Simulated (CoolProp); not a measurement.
Toluene along the isobar 2.81 MPa: Z from the reference equation and from simpler models built on Tc = 591.7 K, pc = 4.126 MPa, ω = 0.266; each cubic takes its own stable root.

Values from CoolProp's reference Helmholtz-energy equation of state, Lemmon 2006. It is a short technical equation, of lower accuracy than the large ones.

```csv
T (K),phase,reference,van der Waals,Redlich-Kwong,Soave-Redlich-Kwong
415.3,liquid,0.09993,0.1668,0.1159,0.1115
426.4,liquid,0.09892,0.1651,0.1150,0.1105
437.4,liquid,0.09806,0.1636,0.1145,0.1098
448.5,liquid,0.09735,0.1624,0.1141,0.1093
459.5,liquid,0.09680,0.1616,0.1140,0.1091
470.6,liquid,0.09643,0.1611,0.1142,0.1091
481.6,liquid,0.09624,0.1610,0.1147,0.1094
492.7,liquid,0.09628,0.1613,0.1156,0.1102
503.7,liquid,0.09656,0.1623,0.1170,0.1113
514.8,liquid,0.09717,0.1641,0.1189,0.1130
525.8,liquid,0.09817,0.1669,0.1217,0.1154
536.9,liquid,0.09977,0.1718,0.1257,0.1189
```
